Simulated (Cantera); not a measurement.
A jet of CH4 : O2 : N2 = 0.02 : 0.098 : 0.79 (molar parts), equivalence ratio 0.41 at 300 K and 105 Torr hits a platinum plate 2.8 cm away at a mass flux of 0.17 kg/m²/s; the plate temperature is set and raised in steps from an oxygen-covered start.

Computed with Cantera and Deutschmann's 1995 Pt surface mechanism with GRI-Mech 3.0 gas chemistry. Catalytic surfaces can have several steady states; this one follows from the mechanism file's or the stated starting coverage.

x: mole fraction at the wall; θ: surface coverage.

| plate T (K) | wall x CH4 | wall x O2 | wall x H2O | wall x OH | wall x CO | wall x CO2 | θ free Pt | θ O* | θ OH* |
|---|---|---|---|---|---|---|---|---|---|
| 850 | 0.0195 | 0.103 | 0.00470 | <1e-8 | 4.93e-6 | 0.00308 | 0.127 | 0.873 | 0.000715 |
| 900 | 0.0169 | 0.0971 | 0.00948 | 1.69e-8 | 6.15e-6 | 0.00622 | 0.186 | 0.814 | 0.000945 |
| 950 | 0.0139 | 0.0906 | 0.0151 | 5.69e-8 | 7.00e-6 | 0.00994 | 0.251 | 0.748 | 0.00109 |
| 1000 | 0.0111 | 0.0846 | 0.0203 | 1.62e-7 | 7.54e-6 | 0.0134 | 0.321 | 0.678 | 0.00113 |
| 1050 | 0.00877 | 0.0798 | 0.0245 | 4.04e-7 | 7.95e-6 | 0.0162 | 0.390 | 0.609 | 0.00109 |
| 1100 | ? | 0.0761 | 0.0277 | ? | 8.39e-6 | 0.0183 | ? | ? | 0.00102 |
| 1150 | ? | 0.0735 | 0.0299 | ? | 8.97e-6 | ? | ? | ? | ? |

Problem. Fill in the missing entries.

Solution. 
- 1100, wall x CH4: 0.00703
- 1100, wall x OH: 8.99e-7
- 1100, θ free Pt: 0.458
- 1100, θ O*: 0.541
- 1150, wall x CH4: 0.00576
- 1150, wall x OH: 1.84e-6
- 1150, wall x CO2: 0.0198
- 1150, θ free Pt: 0.524
- 1150, θ O*: 0.475
- 1150, θ OH*: 0.000923
